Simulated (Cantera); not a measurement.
Nitride etching: BN + HCl

Charge: 1 mol BN, 1 mol HCl, equilibrated at 1.00 bar.

Cantera equilibrium calculation (NASA polynomials, part measured and part estimated; ideal gas, pure solids and liquids). Candidate condensed phases: B, BN, NH4Cl; 21 gas species. The tables' values for BCl2 are old estimates; treat these amounts as uncertain. Gases not in the tables: BHCl2. Equilibrium is a limit: real reactors are often held back by kinetics, nucleation or transport.

From 900 K to 1500 K the condensed part is BN(s). The main B-bearing gas is BCl3 throughout. The share of B in condensed phases is highest at 900 K (99.4 %) and lowest at 1500 K (95.0 %).

| T (K) | x HCl | x H2 | x BCl3 | x N2 | x Cl | x BCl2 | x H | x Cl2 | n BN(s) |
|---|---|---|---|---|---|---|---|---|---|
| 900 | 0.983 | 0.00830 | 0.00553 | 0.00277 | 1.23e-9 | 4.47e-12 | 1.06e-11 | 2.78e-10 | 0.994 |
| 950 | 0.978 | 0.0112 | 0.00747 | 0.00374 | 4.89e-9 | 3.51e-11 | 5.89e-11 | 7.64e-10 | 0.993 |
| 1000 | 0.971 | 0.0147 | 0.00978 | 0.00489 | 1.69e-8 | 2.24e-10 | 2.75e-10 | 1.90e-9 | 0.990 |
| 1050 | 0.963 | 0.0187 | 0.0125 | 0.00623 | 5.21e-8 | 1.19e-9 | 1.11e-9 | 4.33e-9 | 0.988 |
| 1100 | 0.953 | 0.0233 | 0.0155 | 0.00775 | 1.45e-7 | 5.45e-9 | 3.94e-9 | 9.13e-9 | 0.984 |
| 1150 | 0.943 | 0.0283 | 0.0189 | 0.00944 | 3.68e-7 | 2.18e-8 | 1.26e-8 | 1.80e-8 | 0.981 |
| 1200 | 0.932 | 0.0339 | 0.0226 | 0.0113 | 8.67e-7 | 7.72e-8 | 3.63e-8 | 3.36e-8 | 0.977 |
| 1250 | 0.920 | 0.0398 | 0.0266 | 0.0133 | 1.91e-6 | 2.47e-7 | 9.65e-8 | 5.96e-8 | 0.973 |
| 1300 | 0.908 | 0.0462 | 0.0308 | 0.0154 | 3.94e-6 | 7.21e-7 | 2.38e-7 | 1.01e-7 | 0.969 |
| 1350 | 0.894 | 0.0529 | 0.0353 | 0.0176 | 7.72e-6 | 1.94e-6 | 5.48e-7 | 1.64e-7 | 0.965 |
| 1400 | 0.880 | 0.0598 | 0.0399 | 0.0199 | 1.44e-5 | 4.85e-6 | 1.19e-6 | 2.57e-7 | 0.960 |
| 1450 | 0.866 | 0.0670 | 0.0446 | 0.0223 | 2.58e-5 | 1.14e-5 | 2.45e-6 | 3.90e-7 | 0.955 |
| 1500 | 0.851 | 0.0743 | 0.0495 | 0.0248 | 4.43e-5 | 2.51e-5 | 4.80e-6 | 5.76e-7 | 0.950 |
x: gas mole fraction; n: condensed amount in mol.
